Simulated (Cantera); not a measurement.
**Equilibrium for aluminium nitride and oxide growth: Al + N₂O + N₂**

Input: 1 mol Al, 0.93 mol N₂O, 2 mol N₂, equilibrated at 1.00 Torr.

Cantera equilibrium calculation (NASA polynomials, part measured and part estimated; ideal gas, pure solids and liquids). Candidate condensed phases: Al, AlN, Al₂O₃; 16 gas species. Mutual solubility and eutectic melting of coexisting phases are not modelled. Condensed phases not in the tables: aluminium oxynitride. The numbers say what is thermodynamically allowed, not how fast it happens.

| T (K) | x N₂ | x Al | x Al₂O | x AlO | x Al₂ | n AlN(s) | n Al₂O₃(s) |
|---|---|---|---|---|---|---|---|
| 1625 | 1.000 | 6.43e-5 | 6.76e-6 | 1.65e-9 | 1.86e-11 | 0.380 | 0.310 |
| 1675 | 1.000 | 0.000262 | 4.04e-5 | 7.98e-9 | 2.10e-10 | 0.379 | 0.310 |
| 1725 | 0.999 | 0.000980 | 0.000217 | 3.52e-8 | 2.06e-9 | 0.377 | 0.310 |
| 1775 | 0.996 | 0.00341 | 0.00106 | 1.43e-7 | 1.77e-8 | 0.367 | 0.309 |
| 1825 | 0.984 | 0.0111 | 0.00477 | 5.38e-7 | 1.36e-7 | 0.331 | 0.306 |
| 1875 | 0.945 | 0.0345 | 0.0201 | 1.89e-6 | 9.68e-7 | 0.196 | 0.290 |
| 1925 | 0.897 | 0.0617 | 0.0410 | 5.28e-6 | 2.33e-6 | 0 | 0.265 |
x: gas mole fraction; n: condensed amount in mol.

From 1625 K to 1875 K the condensed part is AlN(s) + Al₂O₃(s). At 1925 K the condensed part is Al₂O₃(s). The main Al-bearing gas is Al at 1625 K and Al₂O at 1925 K. The share of Al in condensed phases is highest at 1625 K (100.0 %) and lowest at 1925 K (53.1 %).
